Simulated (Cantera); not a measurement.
What does this Cantera script print?

```python
import numpy as np
import cantera as ct

gas_names = [...]  # 109 gases of nasa_gas.yaml made of C, Cl, H, Si
cond_names = """
    C(gr) C6H6(L) C7H8(L) C8H18(L),n-octa Si(cr) Si(L) SiC(b)
""".split()


# ... load() reads the species with a 1 bar reference pressure and builds the phases ...
atoms = {
    'CH3SiCl3': {'C': 1, 'H': 3, 'Si': 1, 'CL': 3},
    'HCl': {'H': 1, 'CL': 1},
    'H2': {'H': 2},
    'C2H4': {'C': 2, 'H': 4},
}
top_T = {'C(gr)': 4500, 'SiC(b)': 3050}  # K; cautious upper limits of use, not melting points


# ... equilibrate(T, P, feed) seeds the gas with the atoms and calls Mixture.equilibrate('TP', solver="vcs", rtol=1e-11, max_steps=5000) ...
results = []
feed = {'CH3SiCl3': 1, 'HCl': 0.11, 'H2': 3.4, 'C2H4': 0.012}  # mol
T = 2173  # K
P = 5500  # Pa
mix = equilibrate(T, P, feed)
results.append((T, P, feed, dict(zip(mix.species_names, mix.species_moles))))
print(gas.report(threshold=1e-06))
for i in range(1, mix.n_phases):
    print(f"{mix.phase(i).name:16s} {mix.phase_moles(i):12.5e} mol")
```

Output:

```
       temperature   2173 K
          pressure   5500 Pa
           density   0.0059656 kg/m^3
  mean mol. weight   19.597 kg/kmol
   phase of matter   gas

                          1 kg             1 kmol
                     ---------------   ---------------
          enthalpy        1.2612e+06        2.4716e+07  J
   internal energy        3.3926e+05        6.6484e+06  J
           entropy             12970        2.5416e+05  J/K
    Gibbs function       -2.6922e+07       -5.2758e+08  J
 heat capacity c_p            1841.3             36083  J/K
 heat capacity c_v              1417             27768  J/K

                      mass frac. Y      mole frac. X     chem. pot. / RT
                     ---------------   ---------------   ---------------
               CH3        1.9572e-06         2.551e-06           -37.786
               CH4        3.9482e-06        4.8228e-06           -49.399
               C2H        1.3941e-06        1.0915e-06           -17.504
             C2HCL        1.5524e-05        5.0302e-06           -41.494
    C2H2,acetylene         0.0016442         0.0012374           -29.118
              C4H2        2.8364e-06        1.1103e-06           -35.008
                CL          0.013286         0.0073445           -23.989
               CL2         5.826e-06        1.6103e-06           -47.979
                 H        0.00079254          0.015408           -11.613
               HCL           0.68139           0.36626           -35.603
                H2          0.057686           0.56074           -23.227
                Si        0.00072767        0.00050774           -8.6673
              SiC2        0.00011693        4.3976e-05           -14.558
              SiCL         0.0026044         0.0008033           -32.657
             SiCL2           0.23655          0.046832           -56.646
             SiCL3         0.0048452         0.0007063           -80.636
             SiCL4        8.3278e-05        9.6064e-06           -104.63
               SiH        6.1785e-05        4.1618e-05           -20.281
            SiHCL3         5.434e-05        7.8623e-06           -92.249
              SiH2        2.2306e-05        1.4522e-05           -31.894
           SiH2CL2        6.7248e-06        1.3048e-06           -79.873
              Si2C        9.4369e-05        2.7124e-05            -20.28
     [  +87 minor]        3.4156e-06        1.5301e-06

C(gr)             3.30917e-01 mol
Si(L)             0.00000e+00 mol
SiC(b)            6.75788e-01 mol
```

Method: chemical equilibrium by Gibbs-energy minimisation in Cantera with the NASA 1993 tables (ideal gas, pure condensed phases). The feed counts by its element totals alone. The tables' values for SiCl, SiCl3 are old estimates; treat these amounts as uncertain. Gases not in the tables: Si2H6 and higher silanes.
